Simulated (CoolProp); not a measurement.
Computed with CoolProp (reference Helmholtz-energy equation of state, Zhou 2011).

Problem. For dimethyl carbonate, give the phase and the speed of sound (m/s) at 528.3 K and 0.101 MPa; 540.3 K and 0.101 MPa.

Solution. 
- 528.3 K and 0.101 MPa: gas; speed of sound 225
- 540.3 K and 0.101 MPa: gas; speed of sound 228
